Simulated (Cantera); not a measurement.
A perfectly stirred reactor is fed with CO : H2 : O2 : N2 = 1 : 1.3 : 2.74 : 10.3 (molar parts), at 11300 Torr; it is adiabatic with a 450 K inlet, and is followed from long to short residence time, starting on the burning branch (τ in s: 0.038, 0.021, 0.011, 0.0062, 0.0034, 0.0019, 0.001, 0.00057, 0.00031, 0.00017, 9.4e-05, 5.1e-05).

Detailed kinetics in Cantera: GRI-Mech 3.0 (53 species, 325 reactions). The hydrogen kinetics of GRI-Mech 3.0 are dated; newer H2 mechanisms differ, most at raised pressure. The pressure lies above the range GRI-Mech 3.0 was tuned for (to about 10 atm).

Question: Predict: blow-out, bracketed by the residence times tried; x(CO) at τ = 38.0 ms; x(H2) at τ = 38.0 ms; x(O2) at τ = 38.0 ms; x(H2O2) at τ = 38.0 ms; x(H) at τ = 38.0 ms; x(CO) at τ = 1.00 ms; x(H2) at τ = 1.00 ms; x(O2) at τ = 1.00 ms; x(H2O2) at τ = 1.00 ms; x(H) at τ = 1.00 ms.

Answer: 
```json
{
  "blow_out_bracketed_by_the_residence_times_tried": "burning at 0.310 ms, out at 0.170 ms",
  "x(CO) at τ = 38.0 ms": "0.000228",
  "x(H2) at τ = 38.0 ms": "2.76e-5",
  "x(O2) at τ = 38.0 ms": "0.112",
  "x(H2O2) at τ = 38.0 ms": "1.61e-7",
  "x(H) at τ = 38.0 ms": "3.25e-7",
  "x(CO) at τ = 1.00 ms": "0.00364",
  "x(H2) at τ = 1.00 ms": "0.000433",
  "x(O2) at τ = 1.00 ms": "0.114",
  "x(H2O2) at τ = 1.00 ms": "9.49e-7",
  "x(H) at τ = 1.00 ms": "9.37e-6"
}
```
